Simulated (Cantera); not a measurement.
**Transport properties of process gases**

Gas mixture: N2 : CH4 : C2H6 : C3H8 = 0.97 : 0.74 : 0.16 : 0.62 (molar parts), at 500000 Pa, frozen composition.

Cantera's kinetic-theory transport with the Lennard-Jones parameters of GRI-Mech 3.0, ideal gas; thermal conductivity in the mixture-averaged form. The composition is frozen, though it would react at the higher temperatures.

| T (K) | ρ (kg/m³) | cp (J/kg/K) | μ (µPa s) | λ (mW/m/K) | Pr | D (cm²/s) O | D (cm²/s) NO | D (cm²/s) H2O |
|---|---|---|---|---|---|---|---|---|
| 400 | 4.30 | 1787 | 15.4 | 37.0 | 0.745 | 0.0893 | 0.0574 | 0.0634 |
| 550 | 3.13 | 2162 | 19.8 | 54.8 | 0.782 | 0.155 | 0.1000 | 0.117 |
| 700 | 2.46 | 2494 | 23.7 | 73.1 | 0.808 | 0.234 | 0.151 | 0.183 |
| 850 | 2.02 | 2770 | 27.2 | 91.2 | 0.826 | 0.324 | 0.210 | 0.260 |
| 1000 | 1.72 | 3008 | 30.4 | 109 | 0.840 | 0.426 | 0.276 | 0.347 |
| 1150 | 1.50 | 3190 | 33.5 | 126 | 0.847 | 0.538 | 0.349 | 0.444 |
D: mixture-averaged diffusion coefficient of that species in the mixture.
